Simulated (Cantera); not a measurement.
A closed system holds: 1 mol Si3N4, 0.35 mol CO2, 8.3 mol N2, at 1500 °C and 0.000160 bar.

Cantera equilibrium calculation (NASA polynomials, part measured and part estimated; ideal gas, pure solids and liquids). Mutual solubility and eutectic melting of coexisting phases are not modelled. The tables' values for SiN are old estimates; treat these amounts as uncertain. Rates play no part.

| species | before | after |
|---|---|---|
| N2 | 0.923 | 0.766 |
| Si | 0.0133 | 0.180 |
| SiO | 0.0577 | 0.0333 |
| CO | 0.00508 | 0.0188 |
| Si2C | 0.000123 | 0.00165 |
| Si2 | 7.43e-5 | 0.000395 |
| Si3 | 1.79e-5 | 3.78e-5 |
| SiN | 7.79e-5 | 0.000164 |
| Si2N | 0.000129 | 0.000107 |
| Si(l), mol | 1.91 | 0 |
| SiC(s), mol | 0.292 | 0.0755 |
Gas species are given as mole fractions.

### Question
Which change was made?
(A) Si3N4 replaced by SiC
(B) temperature from 1500 °C to 1652 °C
(C) pressure from 0.000160 bar to 4.70e-6 bar
(D) pressure from 0.000160 bar to 1.00 bar

### Answer
C, pressure from 0.000160 bar to 4.70e-6 bar
